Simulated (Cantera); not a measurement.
A closed system holds: 1 mol Si3N4, 0.34 mol CO2, 25 mol N2, held at 1627 °C and 0.300 Pa.

Equilibrium computed with Cantera from the NASA thermochemical tables; the gas is ideal and each condensed phase is pure. Candidate condensed phases: C, Si, SiC, SiO2, Si2N2O, Si3N4; 34 gas species. The tables' values for SiN are old estimates; treat these amounts as uncertain. Kinetics and transport are ignored.

Base state: N2 0.890, Si 0.0876, SiO 0.0112, CO 0.0112, SiN 4.79e-5, Si2 1.47e-5 (mole fractions); condensed: gas only.

**Question.** What changes in the equilibrium state with this change: CO2 from 0.34 to 1.6 mol?

**Answer.** 
```csv
species,before,after
N2,0.890,0.854
SiO,0.0112,0.0506
CO,0.0112,0.0506
Si,0.0876,0.0443
Si2,1.47e-5,3.75e-6
SiN,4.79e-5,2.37e-5
```
